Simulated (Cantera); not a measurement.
A perfectly stirred reactor is fed with H₂ : O₂ : N₂ : H₂O = 1 : 0.294 : 1.11 : 0.17 (molar parts), equivalence ratio 1.7, at 1.50 bar; it is adiabatic with a 598 K inlet, and is followed from long to short residence time, starting on the burning branch (τ in s: 0.074, 0.031, 0.013, 0.0053, 0.0022, 0.00092, 0.00038, 0.00016, 6.7e-05, 2.8e-05, 1.2e-05, 4.8e-06).

Computed with Cantera and the H2/O2 subset of GRI-Mech 3.0, which has no nitrogen chemistry.

x: mole fraction; the columns are a selection and need not sum to one.

```
τ (s)    T (K)   x H₂      x O₂   x H₂O      x H      x OH   x HO₂       x O
-------  -----  -----  --------  ------  -------  --------  ------  --------
0.074     2246  0.179   2.86e-5   0.331  0.00363  0.000998       ?   1.40e-5
0.031     2238  0.179   5.11e-5   0.330  0.00465   0.00127       ?   2.30e-5
0.013     2224  0.178   9.22e-5   0.329  0.00642   0.00172       ?   4.34e-5
0.0053    2202  0.177  0.000172   0.328  0.00934   0.00242       ?   9.06e-5
0.0022    2168  0.175  0.000320   0.325   0.0137   0.00339       ?  0.000190
0.00092   2118  0.172  0.000598   0.322   0.0199   0.00458       ?  0.000386
0.00038   2047  0.169   0.00113   0.317   0.0288   0.00591       ?  0.000752
0.00016   1954  0.165   0.00207   0.311   0.0401   0.00702       ?   0.00133
6.7e-5    1834  0.161   0.00378   0.303   0.0539   0.00753       ?   0.00214
2.8e-5    1691  0.159   0.00720   0.292   0.0682   0.00706       ?   0.00305
1.2e-5    1529  0.170    0.0156   0.272   0.0753   0.00555       ?   0.00381
4.8e-6     598  0.389     0.114  0.0660   <1e-12    <1e-12  <1e-12    <1e-12
```

Problem. Some entries are withheld; supply them.

Solution. 
- 0.074, x HO₂: 1.76e-8
- 0.031, x HO₂: 3.44e-8
- 0.013, x HO₂: 7.38e-8
- 0.0053, x HO₂: 1.64e-7
- 0.0022, x HO₂: 3.45e-7
- 0.00092, x HO₂: 6.81e-7
- 0.00038, x HO₂: 1.30e-6
- 0.00016, x HO₂: 2.44e-6
- 6.7e-5, x HO₂: 4.73e-6
- 2.8e-5, x HO₂: 1.00e-5
- 1.2e-5, x HO₂: 2.51e-5
